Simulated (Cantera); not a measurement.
Chemical vapour transport: MgO + I2 + H2

A closed system holds: 1 mol MgO, 1.6 mol I2, 0.74 mol H2, at 0.0120 bar.

Equilibrium computed with Cantera from the NASA thermochemical tables; the gas is ideal and each condensed phase is pure. Candidate condensed phases: H2O, I2, Mg, MgI2, MgO, Mg(OH)2; 20 gas species. The numbers say what is thermodynamically allowed, not how fast it happens.

From 427 °C to 1327 °C the condensed part is MgO(s). The main Mg-bearing gas is MgI2 throughout.

```json
[
 {"T (°C)": "427", "log p I": "-4.14", "log p HI": "-2.14", "log p I2": "-2.34", "log p H2": "-3.70", "log p H2O": "-5.92", "log p MgI2": "-5.92", "log p MgI": "<-13", "log p H": "<-13", "n MgO(s)": "1.000"},
 {"T (°C)": "527", "log p I": "-3.44", "log p HI": "-2.16", "log p I2": "-2.36", "log p H2": "-3.60", "log p H2O": "-5.27", "log p MgI2": "-5.27", "log p MgI": "<-13", "log p H": "-13.34", "n MgO(s)": "0.999"},
 {"T (°C)": "627", "log p I": "-2.91", "log p HI": "-2.19", "log p I2": "-2.41", "log p H2": "-3.50", "log p H2O": "-4.79", "log p MgI2": "-4.79", "log p MgI": "-12.82", "log p H": "-11.68", "n MgO(s)": "0.997"},
 {"T (°C)": "727", "log p I": "-2.53", "log p HI": "-2.24", "log p I2": "-2.55", "log p H2": "-3.39", "log p H2O": "-4.43", "log p MgI2": "-4.43", "log p MgI": "-11.16", "log p H": "-10.34", "n MgO(s)": "0.992"},
 {"T (°C)": "827", "log p I": "-2.30", "log p HI": "-2.33", "log p I2": "-2.81", "log p H2": "-3.24", "log p H2O": "-4.19", "log p MgI2": "-4.19", "log p MgI": "-9.78", "log p H": "-9.21", "n MgO(s)": "0.984"},
 {"T (°C)": "927", "log p I": "-2.17", "log p HI": "-2.45", "log p I2": "-3.17", "log p H2": "-3.07", "log p H2O": "-4.04", "log p MgI2": "-4.04", "log p MgI": "-8.62", "log p H": "-8.24", "n MgO(s)": "0.975"},
 {"T (°C)": "1027", "log p I": "-2.11", "log p HI": "-2.60", "log p I2": "-3.57", "log p H2": "-2.92", "log p H2O": "-3.96", "log p MgI2": "-3.96", "log p MgI": "-7.63", "log p H": "-7.42", "n MgO(s)": "0.969"},
 {"T (°C)": "1127", "log p I": "-2.07", "log p HI": "-2.76", "log p I2": "-3.94", "log p H2": "-2.83", "log p H2O": "-3.93", "log p MgI2": "-3.93", "log p MgI": "-6.81", "log p H": "-6.73", "n MgO(s)": "0.965"},
 {"T (°C)": "1227", "log p I": "-2.05", "log p HI": "-2.92", "log p I2": "-4.29", "log p H2": "-2.77", "log p H2O": "-3.93", "log p MgI2": "-3.93", "log p MgI": "-6.11", "log p H": "-6.14", "n MgO(s)": "0.964"},
 {"T (°C)": "1327", "log p I": "-2.04", "log p HI": "-3.08", "log p I2": "-4.60", "log p H2": "-2.74", "log p H2O": "-3.94", "log p MgI2": "-3.95", "log p MgI": "-5.52", "log p H": "-5.63", "n MgO(s)": "0.964"}
]
```
log p: log10 of the partial pressure in bar; n: condensed amount in mol.
